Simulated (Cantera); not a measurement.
# Premixed flame

A freely propagating, adiabatic, planar premixed flame of 9.62 % CH4, 4.72 % H2, 18.0 % O2, 67.7 % N2, equivalence ratio 1.2, unburnt at 300 K and 0.582 atm; mixture-averaged transport, grid criteria slope 0.08 and curve 0.16, no radiation.

Model: GRI-Mech 3.0 (53 species, 325 reactions), integrated in Cantera. Burning velocities carry a grid error of a few per cent, more on coarse grids.

```json
[
 {"z (mm)": "-1.72", "T (K)": "300", "u (m/s)": "0.561", "x CH4": "0.0962", "x H2": "0.0472", "x O2": "0.180", "x H2O": "2.50e-6", "x NO2": "<1e-8", "x H2O2": "<1e-8"},
 {"z (mm)": "-1.15", "T (K)": "301", "u (m/s)": "0.563", "x CH4": "0.0962", "x H2": "0.0473", "x O2": "0.180", "x H2O": "5.44e-5", "x NO2": "<1e-8", "x H2O2": "6.34e-8"},
 {"z (mm)": "-0.862", "T (K)": "305", "u (m/s)": "0.571", "x CH4": "0.0960", "x H2": "0.0474", "x O2": "0.180", "x H2O": "0.000401", "x NO2": "<1e-8", "x H2O2": "5.17e-7"},
 {"z (mm)": "-0.575", "T (K)": "368", "u (m/s)": "0.690", "x CH4": "0.0932", "x H2": "0.0478", "x O2": "0.177", "x H2O": "0.00653", "x NO2": "7.17e-8", "x H2O2": "8.46e-6"},
 {"z (mm)": "-0.287", "T (K)": "862", "u (m/s)": "1.64", "x CH4": "0.0676", "x H2": "0.0486", "x O2": "0.143", "x H2O": "0.0577", "x NO2": "4.85e-8", "x H2O2": "1.74e-5"},
 {"z (mm)": "-0.144", "T (K)": "1312", "u (m/s)": "2.52", "x CH4": "0.0384", "x H2": "0.0489", "x O2": "0.100", "x H2O": "0.106", "x NO2": "1.29e-8", "x H2O2": "7.47e-6"},
 {"z (mm)": "0", "T (K)": "1702", "u (m/s)": "3.29", "x CH4": "0.0106", "x H2": "0.0460", "x O2": "0.0515", "x H2O": "0.154", "x NO2": "<1e-8", "x H2O2": "9.66e-7"},
 {"z (mm)": "0.144", "T (K)": "1874", "u (m/s)": "3.64", "x CH4": "0.00116", "x H2": "0.0389", "x O2": "0.0216", "x H2O": "0.180", "x NO2": "<1e-8", "x H2O2": "2.44e-7"},
 {"z (mm)": "0.287", "T (K)": "1919", "u (m/s)": "3.71", "x CH4": "7.01e-5", "x H2": "0.0342", "x O2": "0.0104", "x H2O": "0.188", "x NO2": "<1e-8", "x H2O2": "1.58e-7"},
 {"z (mm)": "0.575", "T (K)": "1950", "u (m/s)": "3.76", "x CH4": "2.24e-7", "x H2": "0.0330", "x O2": "0.00546", "x H2O": "0.189", "x NO2": "<1e-8", "x H2O2": "1.36e-7"},
 {"z (mm)": "1.15", "T (K)": "1985", "u (m/s)": "3.81", "x CH4": "<1e-8", "x H2": "0.0334", "x O2": "0.00403", "x H2O": "0.190", "x NO2": "<1e-8", "x H2O2": "1.09e-7"},
 {"z (mm)": "2.30", "T (K)": "2029", "u (m/s)": "3.88", "x CH4": "<1e-8", "x H2": "0.0327", "x O2": "0.00295", "x H2O": "0.193", "x NO2": "<1e-8", "x H2O2": "8.09e-8"},
 {"z (mm)": "4.60", "T (K)": "2077", "u (m/s)": "3.96", "x CH4": "<1e-8", "x H2": "0.0318", "x O2": "0.00182", "x H2O": "0.197", "x NO2": "<1e-8", "x H2O2": "5.39e-8"}
]
```
x: mole fraction of selected species; z is measured from the peak of heat release.

The laminar burning velocity comes out as 56.1 cm/s and the thermal thickness is 0.575 mm. The peak x(H2O2) is 2.00e-5 and the grid points is 162.
